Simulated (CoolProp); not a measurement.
Vapour-liquid equilibrium of methanol (1) + toluene (2) at 136.15 °C; x and y are mole fractions of (1).

The numbers come from the multi-fluid Helmholtz-energy mixture model, de Reuck 1993 and Lemmon 2006; pair parameters Bell 2016 in CoolProp.

Give the bubble pressure and the first vapour's composition at x = 0.05, 0.55, 0.75. Is there an azeotrope?

x = 0.05: 0.3633 MPa, y = 0.445; x = 0.55: 0.8189 MPa, y = 0.791; x = 0.75: 0.8960 MPa, y = 0.855. No azeotrope shows between x = 0.05 and 0.95.

The pair parameters rest on a limited set of measurements; away from them the model extrapolates. With so large a gap from Raoult's law the liquid may split in two, which this calculation doesn't test in full.
